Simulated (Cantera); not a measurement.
Input: 1 mol HMDSO, 4.1 mol CO2, 59 mol N2, 40 mol N2O, held at 0.0100 bar.

Cantera equilibrium calculation (NASA polynomials, part measured and part estimated; ideal gas, pure solids and liquids). Candidate condensed phases: C, C6H6, C7H8, C8H18, H2O, Si, SiC, SiO2, Si2N2O, Si3N4; 151 gas species. The feed counts by its element totals alone. The tables hold silica as quartz up to 1696 K and as liquid above; real silica turns to tridymite and cristobalite and melts near 1996 K. Rates play no part.

Task: Which condensed phases are stable at each of these points (T (K)): 525, 625, 725, 825, 925, 1025, 1125, 1225, 1325, 1425, 1525, 1625, 1725?

Result: 
| T (K) | condensed phases | Si condensed (%) |
|---|---|---|
| 525 | SiO2(α-quartz) | 100.0 |
| 625 | SiO2(α-quartz) | 100.0 |
| 725 | SiO2(α-quartz) | 100.0 |
| 825 | SiO2(α-quartz) | 100.0 |
| 925 | SiO2(β-quartz) | 100.0 |
| 1025 | SiO2(β-quartz) | 100.0 |
| 1125 | SiO2(β-quartz) | 100.0 |
| 1225 | SiO2(β-quartz) | 100.0 |
| 1325 | SiO2(β-quartz) | 100.0 |
| 1425 | SiO2(β-quartz) | 100.0 |
| 1525 | SiO2(β-quartz) | 100.0 |
| 1625 | SiO2(β-quartz) | 100.0 |
| 1725 | SiO2(condensed) | 100.0 |

From 525 K to 825 K the condensed part is SiO2(α-quartz). From 925 K to 1625 K the condensed part is SiO2(β-quartz). At 1725 K the condensed part is SiO2(condensed).
